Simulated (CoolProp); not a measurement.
A Linde-Hampson liquefier for ethylene: isothermal reversible compression at 320 K from 1 atm to 5 MPa, throttling to 1 atm, return gas leaving the recuperator 10 K below the feed. Each further row changes one setting.

Computed with CoolProp (reference Helmholtz-energy equation of state, Smukala 2000).

| case | liquid yield per pass | compression work (kJ/kg of gas) |
|---|---|---|
| as stated | [?] | 347 |
| high pressure 10 MPa | [?] | [?] |
| warm-end temperature 350 K | [?] | [?] |
| warm-end gap 15 K | [?] | 347 |

Problem. What belongs in the gaps?

Solution. 
- as stated, liquid yield per pass: 0.100
- high pressure 10 MPa, liquid yield per pass: 0.304
- high pressure 10 MPa, compression work (kJ/kg of gas): 386
- warm-end temperature 350 K, liquid yield per pass: 0.066
- warm-end temperature 350 K, compression work (kJ/kg of gas): 387
- warm-end gap 15 K, liquid yield per pass: 0.089
